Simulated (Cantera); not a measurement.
What does this Cantera script print?

```python
import numpy as np
import cantera as ct

gas = ct.Solution("gri30.yaml")
gas.TPX = 1400, 500000, {'CH4': 1, 'O2': 1.11, 'N2': 4.18}
reactor = ct.IdealGasConstPressureReactor(gas, energy="on", clone=False)
net = ct.ReactorNet([reactor])
net.rtol, net.atol = 1e-08, 1e-16
show = ['CH4', 'O2', 'H', 'C2H2', 'NO2']
times = np.geomspace(4e-06, 0.8, 15)

steps = ct.SolutionArray(gas, extra=["t"])
rows = []
print(f"{'t/s':>10s}{'T/K':>9s}{'P/Pa':>11s}" + "".join(f"{s:>11s}" for s in show))
for t in times:
    while net.time < t:
        t_next = net.step()
        steps.append(gas.state, t=t_next)
    rows.append([np.interp(t, steps.t, y) for y in (steps.T, steps.P, *steps(*show).X.T)])
    print(f"{t:10.3e}{rows[-1][0]:9.1f}{rows[-1][1]:11.4g}" + "".join(f"{x:11.3e}" for x in rows[-1][2:]))
rate = np.gradient(steps.T, steps.t)
print("integrator steps:", len(steps.t))
if steps.T.max() > steps.T[0] + 200:
    print(f"time of steepest temperature rise: {steps.t[rate.argmax()]:.4e} s")
gas.TPX = 1400, 500000, {'CH4': 1, 'O2': 1.11, 'N2': 4.18}
gas.equilibrate("HP")
print(f"equilibrium (HP): T = {gas.T:.1f} K  " + "  ".join(f"{s} {gas[s].X[0]:.3e}" for s in show))
```

It prints:

```
       t/s      T/K       P/Pa        CH4         O2          H       C2H2        NO2
 4.000e-06   1400.0      5e+05  1.590e-01  1.765e-01  1.648e-09  2.820e-17  1.299e-21
 9.565e-06   1400.0      5e+05  1.590e-01  1.765e-01  2.387e-09  1.354e-15  2.602e-20
 2.287e-05   1400.0      5e+05  1.590e-01  1.765e-01  5.166e-09  7.934e-14  6.260e-19
 5.470e-05   1400.0      5e+05  1.589e-01  1.764e-01  1.521e-08  6.705e-12  1.561e-17
 1.308e-04   1400.4      5e+05  1.588e-01  1.764e-01  3.207e-08  4.136e-10  2.926e-16
 3.128e-04   1402.6      5e+05  1.582e-01  1.760e-01  6.523e-08  9.847e-09  5.522e-15
 7.480e-04   1416.3      5e+05  1.547e-01  1.738e-01  3.009e-07  3.325e-07  2.077e-13
 1.789e-03   2563.2      5e+05  1.046e-10  1.711e-05  5.311e-03  1.830e-13  4.336e-09
 4.278e-03   2563.5      5e+05  1.037e-10  1.718e-05  5.318e-03  1.814e-13  3.544e-09
 1.023e-02   2563.6      5e+05  1.035e-10  1.720e-05  5.319e-03  1.811e-13  3.367e-09
 2.446e-02   2563.6      5e+05  1.035e-10  1.720e-05  5.319e-03  1.811e-13  3.363e-09
 5.850e-02   2563.6      5e+05  1.035e-10  1.720e-05  5.319e-03  1.811e-13  3.363e-09
 1.399e-01   2563.6      5e+05  1.035e-10  1.720e-05  5.319e-03  1.811e-13  3.363e-09
 3.345e-01   2563.6      5e+05  1.035e-10  1.720e-05  5.319e-03  1.811e-13  3.363e-09
 8.000e-01   2563.6      5e+05  1.035e-10  1.720e-05  5.319e-03  1.811e-13  3.363e-09
integrator steps: 2117
time of steepest temperature rise: 1.2872e-03 s
equilibrium (HP): T = 2563.6 K  CH4 1.166e-10  O2 1.720e-05  H 5.319e-03  C2H2 2.002e-13  NO2 3.363e-09
```

Model: GRI-Mech 3.0 (53 species, 325 reactions), integrated in Cantera.
